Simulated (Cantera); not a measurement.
An isothermal, constant-pressure homogeneous reactor starts with NO : N₂ = 1 : 2.5 (molar parts), at 1750 K and 1.60 bar.

Computed with Cantera and GRI-Mech 3.0 (53 species, 325 reactions).

x: mole fraction; the columns are a selection and need not sum to one.

```
t (s)       x NO       x NO₂      x O₂    x N₂O   x N₂      x O
--------  ------  ----------  --------  -------  -----  -------
4.00e-5    0.286  (withheld)   1.13e-9  7.54e-7  0.714  2.04e-7
0.000113   0.286  (withheld)   5.08e-9  2.09e-6  0.714  2.53e-7
0.000321   0.286  (withheld)   2.96e-8  5.60e-6  0.714  3.86e-7
0.000907   0.286  (withheld)   3.06e-7  1.36e-5  0.714  7.90e-7
0.00257    0.286  (withheld)   5.22e-6  2.62e-5  0.714  1.91e-6
0.00727    0.285  (withheld)   6.56e-5  3.37e-5  0.714  3.29e-6
0.0206     0.285  (withheld)  0.000320  3.42e-5  0.715  3.58e-6
0.0583     0.283  (withheld)   0.00105  3.38e-5  0.715  3.93e-6
0.165      0.279  (withheld)   0.00308  3.28e-5  0.718  4.75e-6
0.467      0.268  (withheld)   0.00860  3.02e-5  0.723  6.48e-6
1.32       0.240  (withheld)    0.0224  2.41e-5  0.737  9.50e-6
3.74       0.183  (withheld)    0.0508  1.40e-5  0.765  1.37e-5
10.6       0.104  (withheld)    0.0904  4.63e-6  0.805  1.80e-5
30.0      0.0399  (withheld)     0.123  8.53e-7  0.837  2.09e-5
```

Problem. Complete the blanks.

Solution. 
- 4.00e-5, x NO₂: 5.66e-7
- 0.000113, x NO₂: 1.97e-6
- 0.000321, x NO₂: 6.21e-6
- 0.000907, x NO₂: 1.97e-5
- 0.00257, x NO₂: 6.03e-5
- 0.00727, x NO₂: 0.000114
- 0.0206, x NO₂: 0.000125
- 0.0583, x NO₂: 0.000137
- 0.165, x NO₂: 0.000165
- 0.467, x NO₂: 0.000218
- 1.32, x NO₂: 0.000290
- 3.74, x NO₂: 0.000323
- 10.6, x NO₂: 0.000243
- 30.0, x NO₂: 0.000108
